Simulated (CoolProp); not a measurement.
Computed with CoolProp (reference Helmholtz-energy equation of state, Lemmon 2006). It is a short technical equation, of lower accuracy than the large ones.

### Question
For C3F8 (R218), give the phase and the density (kg/m³), cp (kJ/(kg K)), cv (kJ/(kg K)), Joule-Thomson coefficient (K/MPa) at 319.6 K and 3.81 MPa; 397.5 K and 3.81 MPa; 413.1 K and 3.81 MPa.

### Answer
- 319.6 K and 3.81 MPa: liquid; density 1250, cp 1.21, cv 0.828, Joule-Thomson coefficient 0.438
- 397.5 K and 3.81 MPa: supercritical; density 330, cp 1.22, cv 0.927, Joule-Thomson coefficient 7.36
- 413.1 K and 3.81 MPa: supercritical; density 289, cp 1.14, cv 0.933, Joule-Thomson coefficient 6.15
